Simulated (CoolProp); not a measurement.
Chloromethane (R40) along the isobar 37.4 MPa: density (kg/m³) from the reference equation and from simpler models built on Tc = 418.6 K, pc = 6.929 MPa, ω = 0.150; each cubic takes its own stable root.

Model: reference Helmholtz-energy equation of state, Thol 2014, in CoolProp.

```json
[
 {"T (K)": "340.6", "phase": "liquid", "reference": "908.6", "Redlich-Kwong": "839.3", "Peng-Robinson": "950.9"},
 {"T (K)": "355.1", "phase": "liquid", "reference": "885.4", "Redlich-Kwong": "818.2", "Peng-Robinson": "925.7"},
 {"T (K)": "369.6", "phase": "liquid", "reference": "861.7", "Redlich-Kwong": "796.7", "Peng-Robinson": "899.4"},
 {"T (K)": "384.1", "phase": "liquid", "reference": "837.6", "Redlich-Kwong": "774.8", "Peng-Robinson": "872.1"},
 {"T (K)": "398.6", "phase": "liquid", "reference": "813.1", "Redlich-Kwong": "752.5", "Peng-Robinson": "843.7"},
 {"T (K)": "413", "phase": "liquid", "reference": "788.3", "Redlich-Kwong": "730.1", "Peng-Robinson": "814.7"},
 {"T (K)": "427.5", "phase": "supercritical", "reference": "762.7", "Redlich-Kwong": "707.3", "Peng-Robinson": "784.6"},
 {"T (K)": "442", "phase": "supercritical", "reference": "736.8", "Redlich-Kwong": "684.3", "Peng-Robinson": "754.0"},
 {"T (K)": "456.5", "phase": "supercritical", "reference": "710.4", "Redlich-Kwong": "661.2", "Peng-Robinson": "722.9"},
 {"T (K)": "471", "phase": "supercritical", "reference": "683.6", "Redlich-Kwong": "638.2", "Peng-Robinson": "691.7"},
 {"T (K)": "485.5", "phase": "supercritical", "reference": "656.5", "Redlich-Kwong": "615.3", "Peng-Robinson": "660.7"},
 {"T (K)": "500", "phase": "supercritical", "reference": "629.4", "Redlich-Kwong": "592.7", "Peng-Robinson": "630.2"}
]
```
